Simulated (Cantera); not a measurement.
A diamond (100) surface in a fixed gas of H2 with x(CH4) = 0.028, x(H) = 0.00064, x(CH3) = 2.9e-05, at 1225 K; coverages are run to steady state.

Model: the Harris–Goodwin 1993 mechanism for the reconstructed diamond (100) surface, integrated in Cantera.

One state of this run: growth (µm/h) = 0.134; θ c6HH = 0.467; θ c6H* = 0.0387; θ c6*H = 0.472; θ c6** = 0.0207; θ c6HM = 0.000289. θ: site fractions in the mechanism's names (c6HH fully hydrogenated, c6H* and c6*H radical sites, c6** diradical, c6HM methylated).

Question: Which value of P (Pa) does it belong to?
A. 10000
B. 5600
C. 1200
D. 7600

Answer: B, 5600
